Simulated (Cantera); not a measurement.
c-C₄F₈ + CH₄ + H₂ (fluorocarbon and chlorocarbon gases)

Charge: 1 mol c-C₄F₈, 1.1 mol CH₄, 0.35 mol H₂, held at 13.3 mbar.

These are equilibrium values from Cantera (NASA tables, ideal gas, pure condensed phases), not measurements of a reactor. Candidate condensed phases: C, C₆H₆, C₇H₈, C₈H₁₈; 95 gas species. The feed counts by its element totals alone. Gases not in the tables: C₂F₆ and larger saturated fluorocarbons. Rates play no part.

From 1948 K to 2848 K the condensed part is C(graphite). The main C-bearing gas is CF₄ at 1948 K and CF at 2848 K. The share of C in condensed phases is highest at 2773 K (92.1 %) and lowest at 2248 K (82.0 %).

```tsv
T (K)	x HF	x F	x CF₂	x CF₄	x CF	x H	n C(graphite)
1948	0.860	0.00994	0.0204	0.109	3.54e-5	2.74e-6	4.33
2023	0.846	0.0199	0.0361	0.0960	0.000103	5.19e-6	4.29
2098	0.825	0.0370	0.0581	0.0772	0.000272	9.52e-6	4.25
2173	0.797	0.0632	0.0832	0.0536	0.000642	1.73e-5	4.20
2248	0.764	0.0983	0.103	0.0300	0.00135	3.17e-5	4.18
2323	0.735	0.138	0.109	0.0131	0.00250	6.02e-5	4.22
2398	0.712	0.177	0.100	0.00457	0.00417	0.000118	4.31
2473	0.694	0.213	0.0836	0.00139	0.00641	0.000236	4.42
2548	0.680	0.245	0.0652	0.000389	0.00923	0.000471	4.53
2623	0.667	0.270	0.0486	0.000104	0.0126	0.000932	4.62
2698	0.656	0.289	0.0350	2.71e-5	0.0166	0.00182	4.68
2773	0.646	0.303	0.0246	7.02e-6	0.0209	0.00351	4.70
2848	0.634	0.311	0.0171	1.84e-6	0.0258	0.00661	4.64
```
x: gas mole fraction; n: condensed amount in mol.
